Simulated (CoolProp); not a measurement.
Vapour-liquid equilibrium of R134a (1) + R141b (2) at 0.00629 MPa; x and y are mole fractions of (1).

Model: multi-fluid Helmholtz-energy mixture model, Tillner-Roth 1994 and Lemmon 2006; pair parameters Bell 2016, in CoolProp.

```
x      bubble temperature, mixture model (°C)  bubble temperature, Raoult's law (°C)  y, mixture model  y, Raoult's law
-----  --------------------------------------  -------------------------------------  ----------------  ---------------
0.05                                    -43.7                                  -37.8             0.632            0.457
0.125                                   -54.4                                  -46.4             0.844            0.721
0.2                                     -60.1                                  -52.0             0.908            0.831
0.275                                   -63.5                                  -56.1             0.936            0.889
0.35                                    -65.8                                  -59.4             0.951            0.923
0.425                                   -67.3                                  -62.0             0.960            0.945
0.5                                     -68.5                                  -64.1             0.967            0.960
0.575                                   -69.3                                  -66.0             0.971            0.971
0.65                                    -70.0                                  -67.6             0.975            0.979
0.725                                   -70.7                                  -69.0             0.979            0.986
0.8                                     -71.3                                  -70.3             0.983            0.991
0.875                                   -71.9                                  -71.5             0.988            0.995
0.95                                    -72.6                                  -72.5             0.994            0.998
```

The largest gap from Raoult's law is -8.1 K in bubble temperature, at x = 0.2. No azeotrope shows between x = 0.05 and 0.95.

The pair parameters rest on a limited set of measurements; away from them the model extrapolates.
